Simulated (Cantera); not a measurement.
Input (Python, Cantera):

```python
import numpy as np
import cantera as ct

gas = ct.Solution("h2o2.yaml")
gas.TPX = 1000, 13332, {'H2': 1.1, 'O2': 1, 'N2': 1.6}
reactor = ct.IdealGasConstPressureReactor(gas, energy="off", clone=False)
net = ct.ReactorNet([reactor])
net.rtol, net.atol = 1e-08, 1e-18
show = ['H2', 'O2', 'O', 'H', 'HO2']
times = np.geomspace(1e-06, 70, 10)

steps = ct.SolutionArray(gas, extra=["t"])
rows = []
print(f"{'t/s':>10s}{'T/K':>9s}{'P/Pa':>11s}" + "".join(f"{s:>11s}" for s in show))
for t in times:
    while net.time < t:
        t_next = net.step()
        steps.append(gas.state, t=t_next)
    rows.append([np.interp(t, steps.t, y) for y in (steps.T, steps.P, *steps(*show).X.T)])
    print(f"{t:10.3e}{rows[-1][0]:9.1f}{rows[-1][1]:11.4g}" + "".join(f"{x:11.3e}" for x in rows[-1][2:]))
rate = np.gradient(steps.T, steps.t)
print("integrator steps:", len(steps.t))
if steps.T.max() > steps.T[0] + 200:
    print(f"time of steepest temperature rise: {steps.t[rate.argmax()]:.4e} s")
gas.TPX = 1000, 13332, {'H2': 1.1, 'O2': 1, 'N2': 1.6}
gas.equilibrate("TP")
print(f"equilibrium (TP): T = {gas.T:.1f} K  " + "  ".join(f"{s} {gas[s].X[0]:.3e}" for s in show))
```

Output:

```
       t/s      T/K       P/Pa         H2         O2          O          H        HO2
 1.000e-06   1000.0  1.333e+04  2.973e-01  2.703e-01  7.917e-14  7.718e-12  7.811e-12
 7.442e-06   1000.0  1.333e+04  2.973e-01  2.703e-01  3.540e-12  5.717e-11  5.881e-11
 5.538e-05   1000.0  1.333e+04  2.973e-01  2.703e-01  1.221e-10  7.930e-10  4.948e-10
 4.121e-04   1000.0  1.333e+04  2.973e-01  2.703e-01  3.168e-06  1.913e-05  2.463e-06
 3.067e-03   1000.0  1.333e+04  2.498e-03  1.438e-01  1.308e-04  6.905e-05  2.943e-05
 2.282e-02   1000.0  1.333e+04  2.140e-04  1.429e-01  4.880e-06  8.348e-07  5.720e-06
 1.698e-01   1000.0  1.333e+04  3.205e-06  1.429e-01  1.372e-07  3.928e-09  1.337e-07
 1.264e+00   1000.0  1.333e+04  1.038e-08  1.429e-01  1.026e-08  2.693e-11  3.819e-09
 9.406e+00   1000.0  1.333e+04  1.045e-09  1.429e-01  1.243e-09  1.140e-12  7.225e-10
 7.000e+01   1000.0  1.333e+04  2.433e-10  1.429e-01  2.159e-10  1.166e-13  7.174e-10
integrator steps: 2031
equilibrium (TP): T = 1000.0 K  H2 2.226e-10  O2 1.429e-01  O 1.638e-10  H 9.334e-14  HO2 7.876e-10
```

Detailed kinetics in Cantera: the H2/O2 subset of GRI-Mech 3.0, which has no nitrogen chemistry. Radical loss at walls, strong at low pressure, is not modelled. The temperature is held fixed by assumption; the heat of reaction is taken as removed at once.
